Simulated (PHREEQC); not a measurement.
Solution (30 °C): 0.019 mol/kgw HF, 0.0001 mol/kgw (CH3)4NF and 0.0096 mol/kgw H2SiF6. Closed to the air; pH follows from the charge balance.

Equilibrium calculation in PHREEQC: ion-association model, phreeqc.dat.

Question: The ionic strength comes out as 0.0296 mol/kgw. What activity coefficients do HF2-, H+, F-, SiF6-2 get?

Answer: HF2- 0.85, H+ 0.87, F- 0.84, SiF6-2 0.53.

This is a speciation only: nothing precipitates in the calculation. (CH3)4N+ isn't in the database: it is added as a free cation with an ion size of 4 Å. SiF6-2 is the database's only silicon fluoride.
